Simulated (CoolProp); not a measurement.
Model: reference Helmholtz-energy equation of state, Lemmon 2006, in CoolProp. It is a short technical equation, of lower accuracy than the large ones.

Q: For nitrous oxide, give the phase and the cp (kJ/(kg K)), speed of sound (m/s), Joule-Thomson coefficient (K/MPa) at 228 K and 0.181 MPa; 228 K and 0.573 MPa; 228 K and 5.73 MPa.

A: 
- 228 K and 0.181 MPa: gas; cp 0.831, speed of sound 234, Joule-Thomson coefficient 21.5
- 228 K and 0.573 MPa: gas; cp 0.948, speed of sound 226, Joule-Thomson coefficient 22.9
- 228 K and 5.73 MPa: liquid; cp 1.78, speed of sound 893, Joule-Thomson coefficient -0.158
